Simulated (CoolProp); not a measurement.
The fluid at 293.15 K and 0.692 MPa expands adiabatically to 0.062 MPa with isentropic efficiency 1. The same conditions are run with several fluids, on thermodynamics alone (safety and materials aside).

Model: reference Helmholtz-energy equation of state of each fluid (C2F6 (R116): Lemmon 2006; CF4 (R14): Platzer 1990; dry air: Lemmon 2000; nitrogen: Span 2000; methane: Setzmann 1991), in CoolProp. The equations of Platzer and Polt are older, rougher fits. Blends and air are pseudo-pure fits.

Q: Rank C2F6 (R116), CF4 (R14), dry air, nitrogen, methane by work (kJ/kg), highest first.

A: methane (274), nitrogen (151), dry air (146), CF4 (R14) (54.9), C2F6 (R116) (36.8)

```tsv
fluid	final temperature (K)	final density (kg/m³)
C2F6 (R116)	235.8	4.43
CF4 (R14)	199.7	3.31
dry air	146.6	1.48
nitrogen	146.8	1.43
methane	161.6	0.746
```
